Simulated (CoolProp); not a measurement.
Vapour-liquid equilibrium of ethanol (1) + benzene (2) at 408.6 K; x and y are mole fractions of (1).

The numbers come from the multi-fluid Helmholtz-energy mixture model, Schroeder 2014 and Thol 2012; pair parameters Bell 2016 in CoolProp.

```csv
x,"bubble pressure, mixture model (MPa)","bubble pressure, Raoult's law (MPa)","y, mixture model","y, Raoult's law"
0.05,0.5111,0.4400,0.185,0.076
0.2,0.6533,0.4760,0.418,0.281
0.35,0.7106,0.5121,0.510,0.457
0.5,0.7354,0.5481,0.573,0.610
0.65,0.7430,0.5842,0.645,0.744
0.8,0.7292,0.6202,0.756,0.862
0.95,0.6871,0.6563,0.928,0.967
```

The largest gap from Raoult's law is +38.8 % in bubble pressure, at x = 0.35. y crosses x between x = 0.5 and 0.65: the model has an azeotrope there.

The pair parameters rest on a limited set of measurements; away from them the model extrapolates.
